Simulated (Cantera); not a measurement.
Cantera run:

```python
import numpy as np
import cantera as ct

gas_names = """
    C CO CO2 C2 C2O C3 C3O2 C4 C5 O O2 O3
""".split()
cond_names = """
    C(gr)
""".split()


# ... load() reads the species with a 1 bar reference pressure and builds the phases ...
atoms = {
    'CO': {'C': 1, 'O': 1},
    'O2': {'O': 2},
}
top_T = {'C(gr)': 4500}  # K; cautious upper limits of use, not melting points


# ... equilibrate(T, P, feed) seeds the gas with the atoms and calls Mixture.equilibrate('TP', solver="vcs", rtol=1e-11, max_steps=5000) ...
results = []
feed = {'CO': 1, 'O2': 0.045}  # mol
P = 1333.22  # Pa
for T in [2050, 2100, 2150, 2200, 2250, 2300, 2350, 2400, 2450, 2500, 2550, 2600, 2650]:
    mix = equilibrate(T, P, feed)
    results.append((T, P, feed, dict(zip(mix.species_names, mix.species_moles))))
    x = sorted(zip(gas.X, gas.species_names), reverse=True)
    print(f"T = {T:g} K  P = {P:g} Pa  gas = {mix.phase_moles(0):.4g} mol")
    print("   x: " + "  ".join(f"{s} {v:.3e}" for v, s in x if v > 0.0001))
    print("   condensed (mol): " + ("  ".join(f"{mix.phase(i).name} {mix.phase_moles(i):.4g}"
          for i in range(1, mix.n_phases) if mix.phase_moles(i) > 1e-12) or "none"))
```

Result:

```
T = 2050 K  P = 1333.22 Pa  gas = 1 mol
   x: CO 9.100e-01  CO2 8.998e-02
   condensed (mol): none
T = 2100 K  P = 1333.22 Pa  gas = 1 mol
   x: CO 9.100e-01  CO2 8.995e-02
   condensed (mol): none
T = 2150 K  P = 1333.22 Pa  gas = 1 mol
   x: CO 9.100e-01  CO2 8.991e-02
   condensed (mol): none
T = 2200 K  P = 1333.22 Pa  gas = 1 mol
   x: CO 9.100e-01  CO2 8.981e-02  O 1.206e-04
   condensed (mol): none
T = 2250 K  P = 1333.22 Pa  gas = 1 mol
   x: CO 9.101e-01  CO2 8.964e-02  O 2.299e-04
   condensed (mol): none
T = 2300 K  P = 1333.22 Pa  gas = 1.001 mol
   x: CO 9.101e-01  CO2 8.933e-02  O 4.252e-04
   condensed (mol): none
T = 2350 K  P = 1333.22 Pa  gas = 1.001 mol
   x: CO 9.103e-01  CO2 8.879e-02  O 7.638e-04  O2 1.784e-04
   condensed (mol): none
T = 2400 K  P = 1333.22 Pa  gas = 1.002 mol
   x: CO 9.105e-01  CO2 8.789e-02  O 1.333e-03  O2 3.147e-04
   condensed (mol): none
T = 2450 K  P = 1333.22 Pa  gas = 1.003 mol
   x: CO 9.108e-01  CO2 8.642e-02  O 2.256e-03  O2 5.344e-04
   condensed (mol): none
T = 2500 K  P = 1333.22 Pa  gas = 1.005 mol
   x: CO 9.113e-01  CO2 8.415e-02  O 3.700e-03  O2 8.691e-04
   condensed (mol): none
T = 2550 K  P = 1333.22 Pa  gas = 1.007 mol
   x: CO 9.120e-01  CO2 8.080e-02  O 5.860e-03  O2 1.345e-03
   condensed (mol): none
T = 2600 K  P = 1333.22 Pa  gas = 1.011 mol
   x: CO 9.129e-01  CO2 7.616e-02  O 8.932e-03  O2 1.963e-03
   condensed (mol): none
T = 2650 K  P = 1333.22 Pa  gas = 1.016 mol
   x: CO 9.141e-01  CO2 7.016e-02  O 1.306e-02  O2 2.683e-03
   condensed (mol): none
```

Cantera equilibrium calculation (NASA polynomials, part measured and part estimated; ideal gas, pure solids and liquids).
